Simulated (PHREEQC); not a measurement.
# Metal-bearing waste water

Make-up at 25 °C: 0.0082 mol/kgw ZnSO4 and 0.00028 mol/kgw Na2SO4. Closed to the air; pH follows from the charge balance.

Model: ion-association model, phreeqc.dat, run in PHREEQC.

Each row changes one thing in this solution. This is a speciation only: nothing precipitates in the calculation.

| case | pH | ionic strength (mol/kgw) | SO4-2 (mol/kgw) | Zn+2 (mol/kgw) | ZnSO4 (mol/kgw) | Zn(SO4)2-2 (mol/kgw) |
|---|---|---|---|---|---|---|
| as made | 5.78 | 0.0235 | 0.00581 | 0.00566 | 0.00242 | 0.000117 |
| 0.00042 mol/kgw MnSO4 added | 5.79 | 0.0245 | 0.00607 | 0.00561 | 0.00246 | 0.000124 |
| temperature from 25 to 65 °C | 5.29 | 0.0224 | 0.00556 | 0.00538 | 0.00271 | 9.56e-5 |
| temperature from 25 to 75 °C | 5.20 | 0.0222 | 0.00552 | 0.00533 | 0.00276 | 9.12e-5 |
| Na2SO4 from 0.00028 to 0.0028 mol/kgw | 5.82 | 0.0293 | 0.00780 | 0.00529 | 0.00273 | 0.000177 |
| diluted 10-fold with water | 6.10 | 0.00303 | 0.000765 | 0.000736 | 8.21e-5 | 5.12e-7 |

Complexes and solids missing from the database can't appear. Away from 25 °C the constants follow the database's enthalpies or fits; those with neither stay at their 25 °C values.
